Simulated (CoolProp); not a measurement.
Fluorine along the isobar 6.72 MPa: density (kg/m³) from the reference equation and from simpler models built on Tc = -128.7 °C, pc = 5.240 MPa, ω = 0.045; each cubic takes its own stable root.

Model: reference Helmholtz-energy equation of state, de Reuck 1990, in CoolProp.

```tsv
T (°C)	phase	reference
-187.45	liquid	1514
-160.65	liquid	1316
-133.85	liquid	1014
-107.05	supercritical	277.4
-80.25	supercritical	192.6
-53.55	supercritical	155.8
-26.75	supercritical	133.0
0.05	supercritical	117.0
26.85	supercritical	104.8
```

Task: How far does each simpler model (Soave-Redlich-Kwong, Peng-Robinson) lie from the reference over these 9 states: mean and median of the absolute difference, and the worst?

Result: 
- Soave-Redlich-Kwong: mean 1.7 %, median 0.8 %, worst -8.5 % at -133.85 °C and 6.72 MPa
- Peng-Robinson: mean 4.5 %, median 2.2 %, worst +13.4 % at -187.45 °C and 6.72 MPa
